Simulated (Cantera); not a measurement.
Cantera run:

```python
import numpy as np
import cantera as ct

gas_names = """
    F F2 FS2F,fluorodisu S SF SF2 SF3 SF4 SF5 SF6 S2 S2F2,thiothiony S8 Si SiF SiF2 SiF3 SiF4 SiS Si2
    Si3
""".split()
cond_names = """
    S(cr1) S(cr2) S(L) Si(cr) Si(L)
""".split()


def load(file, names, dense=False):
    # The tables refer to 1 bar. Condensed volumes are neglected.
    table = {s.name: s for s in ct.Species.list_from_file(file)}
    out = []
    for n in names:
        d = dict(table[n].input_data)
        d["thermo"] = dict(d["thermo"], **{"reference-pressure": 1e5})
        if dense:
            d["equation-of-state"] = {"model": "constant-volume", "density": "1e6 g/cm^3"}
        out.append(ct.Species.from_dict(d))
    return out


gas = ct.Solution(thermo="ideal-gas", species=load("nasa_gas.yaml", gas_names))
cond = {s.name: ct.Solution(thermo="fixed-stoichiometry", species=[s], name=s.name)
        for s in load("nasa_condensed.yaml", cond_names, dense=True)}
atoms = {
    'Si': {'Si': 1},
    'SF6': {'S': 1, 'F': 6},
}
top_T = {}  # K; cautious upper limits of use, not melting points


def equilibrate(T, P, feed):
    n = {}
    for name, mol in feed.items():
        for a, k in atoms[name].items():
            n[a] = n.get(a, 0.0) + k * mol
    gas.TPX = T, P, n
    mass = sum(n.values()) * gas.mean_molecular_weight
    gas.equilibrate("TP")
    valid = [c for c in cond.values() if c.min_temp <= T <= top_T.get(c.name, c.max_temp)]
    mix = ct.Mixture([(gas, mass / gas.mean_molecular_weight)] + [(c, 0.0) for c in valid])
    mix.T, mix.P = T, P
    mix.equilibrate("TP", solver="vcs", rtol=1e-11, max_steps=5000)
    return mix


results = []
feed = {'Si': 1, 'SF6': 4.8}  # mol
P = 900  # Pa
for T in [725, 825, 925, 1025, 1125, 1225, 1325]:
    mix = equilibrate(T, P, feed)
    results.append((T, P, feed, dict(zip(mix.species_names, mix.species_moles))))

top = {s: max(r[3][s] / sum(r[3][g] for g in gas_names) for r in results) for s in gas_names}
cols = sorted((s for s in top if top[s] > 1e-06), key=lambda s: -top[s])[:7]
seen = [c for c in cond_names if any(r[3].get(c, 0) > 1e-12 for r in results)]
print("log10 of partial pressures in bar; condensed amounts in mol")
print(f"{'T/K':>10s}" + "".join(f"{s[:9]:>10s}" for s in cols + seen))
for T, P, feed, n in results:
    ng = sum(n[g] for g in gas_names)
    print(f"{T:10.4g}" + "".join(f"{np.log10(max(n[s] / ng * P / 1e5, 1e-99)):10.3f}" for s in cols)
          + "".join(f"{n.get(c, 0):10.4g}" for c in seen))
```

Output:

```
log10 of partial pressures in bar; condensed amounts in mol
       T/K       SF6       SF4      SiF4         F       SF3       SF5 S2F2,thio
       725    -2.360    -2.512    -2.809   -13.490    -5.823    -7.928    -5.249
       825    -2.362    -2.509    -2.809   -10.783    -5.552    -7.191    -7.421
       925    -2.362    -2.509    -2.809    -8.659    -5.346    -6.613    -9.138
      1025    -2.362    -2.510    -2.809    -6.950    -5.180    -6.148   -10.517
      1125    -2.362    -2.510    -2.809    -5.546    -5.045    -5.765   -11.646
      1225    -2.366    -2.510    -2.811    -4.373    -4.929    -5.446   -12.574
      1325    -2.402    -2.504    -2.829    -3.399    -4.804    -5.189   -13.224
```

Cantera equilibrium calculation (NASA polynomials, part measured and part estimated; ideal gas, pure solids and liquids). The tables' values for SF3, SF5, S2F2 (SSF2) are old estimates; treat these amounts as uncertain.
